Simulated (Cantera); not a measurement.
# Silicon nitride deposition: SiH4 + N2 + NH3

Input: 1 mol SiH4, 0.61 mol N2, 21 mol NH3, equilibrated at 82.5 Torr.

Method: chemical equilibrium by Gibbs-energy minimisation in Cantera with the NASA 1993 tables (ideal gas, pure condensed phases). Candidate condensed phases: Si, Si3N4; 18 gas species. The tables' values for SiN are old estimates; treat these amounts as uncertain. Gases not in the tables: Si2H6 and higher silanes. The numbers say what is thermodynamically allowed, not how fast it happens.

```json
[
 {"T (K)": "798", "x H2": "0.762", "x N2": "0.238", "x H": "7.02e-12", "x Si": "<1e-12", "x NH3": "0.000109", "x SiH2": "<1e-12", "x SiH": "<1e-12", "x Si2N": "<1e-12", "n Si3N4(s)": "0.333", "n Si(l)": "0"},
 {"T (K)": "898", "x H2": "0.762", "x N2": "0.238", "x H": "2.88e-10", "x Si": "<1e-12", "x NH3": "4.39e-5", "x SiH2": "<1e-12", "x SiH": "<1e-12", "x Si2N": "<1e-12", "n Si3N4(s)": "0.333", "n Si(l)": "0"},
 {"T (K)": "998", "x H2": "0.762", "x N2": "0.238", "x H": "5.66e-9", "x Si": "<1e-12", "x NH3": "2.11e-5", "x SiH2": "<1e-12", "x SiH": "<1e-12", "x Si2N": "<1e-12", "n Si3N4(s)": "0.333", "n Si(l)": "0"},
 {"T (K)": "1098", "x H2": "0.762", "x N2": "0.238", "x H": "6.51e-8", "x Si": "<1e-12", "x NH3": "1.15e-5", "x SiH2": "<1e-12", "x SiH": "<1e-12", "x Si2N": "<1e-12", "n Si3N4(s)": "0.333", "n Si(l)": "0"},
 {"T (K)": "1198", "x H2": "0.762", "x N2": "0.238", "x H": "5.00e-7", "x Si": "<1e-12", "x NH3": "6.89e-6", "x SiH2": "<1e-12", "x SiH": "<1e-12", "x Si2N": "<1e-12", "n Si3N4(s)": "0.333", "n Si(l)": "0"},
 {"T (K)": "1298", "x H2": "0.762", "x N2": "0.238", "x H": "2.82e-6", "x Si": "<1e-12", "x NH3": "4.46e-6", "x SiH2": "3.88e-11", "x SiH": "<1e-12", "x Si2N": "<1e-12", "n Si3N4(s)": "0.333", "n Si(l)": "0"},
 {"T (K)": "1398", "x H2": "0.762", "x N2": "0.238", "x H": "1.25e-5", "x Si": "2.50e-11", "x NH3": "3.07e-6", "x SiH2": "9.84e-10", "x SiH": "3.65e-11", "x Si2N": "<1e-12", "n Si3N4(s)": "0.333", "n Si(l)": "0"},
 {"T (K)": "1498", "x H2": "0.762", "x N2": "0.238", "x H": "4.52e-5", "x Si": "1.32e-9", "x NH3": "2.22e-6", "x SiH2": "1.61e-8", "x SiH": "1.24e-9", "x Si2N": "6.01e-12", "n Si3N4(s)": "0.333", "n Si(l)": "0"},
 {"T (K)": "1598", "x H2": "0.762", "x N2": "0.238", "x H": "0.000140", "x Si": "4.22e-8", "x NH3": "1.67e-6", "x SiH2": "1.85e-7", "x SiH": "2.68e-8", "x Si2N": "4.92e-10", "n Si3N4(s)": "0.333", "n Si(l)": "0"},
 {"T (K)": "1698", "x H2": "0.762", "x N2": "0.238", "x H": "0.000381", "x Si": "8.90e-7", "x NH3": "1.30e-6", "x SiH2": "1.59e-6", "x SiH": "4.01e-7", "x Si2N": "2.37e-8", "n Si3N4(s)": "0.333", "n Si(l)": "0"},
 {"T (K)": "1798", "x H2": "0.761", "x N2": "0.238", "x H": "0.000926", "x Si": "1.33e-5", "x NH3": "1.04e-6", "x SiH2": "1.06e-5", "x SiH": "4.41e-6", "x Si2N": "7.31e-7", "n Si3N4(s)": "0.333", "n Si(l)": "0"},
 {"T (K)": "1898", "x H2": "0.749", "x N2": "0.249", "x H": "0.00204", "x Si": "0.000112", "x NH3": "8.56e-7", "x SiH2": "4.31e-5", "x SiH": "2.80e-5", "x Si2N": "9.01e-6", "n Si3N4(s)": "0", "n Si(l)": "0.991"},
 {"T (K)": "1998", "x H2": "0.747", "x N2": "0.248", "x H": "0.00418", "x Si": "0.000387", "x NH3": "7.13e-7", "x SiH2": "7.84e-5", "x SiH": "7.55e-5", "x Si2N": "2.20e-5", "n Si3N4(s)": "0", "n Si(l)": "0.973"}
]
```
x: gas mole fraction; n: condensed amount in mol.

From 798 K to 1798 K the condensed part is Si3N4(s). From 1898 K to 1998 K the condensed part is Si(l).
